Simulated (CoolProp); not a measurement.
Water at 455.49 K and 21.2 MPa flows at 0.55 m/s in a round tube of 100 mm bore and 45 µm roughness, fully developed (64/Re and Nu = 3.66 if laminar; Colebrook and Gnielinski if turbulent). Each further row changes one setting.

Computed with CoolProp (reference Helmholtz-energy equation of state, Wagner 2002).

```json
[
 {"case": "as stated", "Reynolds number": "322000", "Darcy friction factor": "[?]", "pressure drop (Pa/m)": "[?]", "heat-transfer coefficient (W/(m² K))": "4810", "mass flow (kg/h)": "14000"},
 {"case": "velocity 1.1 m/s", "Reynolds number": "644000", "Darcy friction factor": "[?]", "pressure drop (Pa/m)": "[?]", "heat-transfer coefficient (W/(m² K))": "9260", "mass flow (kg/h)": "27900"},
 {"case": "diameter 200 mm", "Reynolds number": "644000", "Darcy friction factor": "0.0154", "pressure drop (Pa/m)": "10.4", "heat-transfer coefficient (W/(m² K))": "[?]", "mass flow (kg/h)": "55800"}
]
```

### Question
Complete the blanks.

### Answer

- as stated, Darcy friction factor: 0.0178
- as stated, pressure drop (Pa/m): 24.2
- velocity 1.1 m/s, Darcy friction factor: 0.0171
- velocity 1.1 m/s, pressure drop (Pa/m): 93.0
- diameter 200 mm, heat-transfer coefficient (W/(m² K)): 4150

Viscosity comes from a separate model (Huber 2009). Thermal conductivity comes from a separate model (Huber 2012).
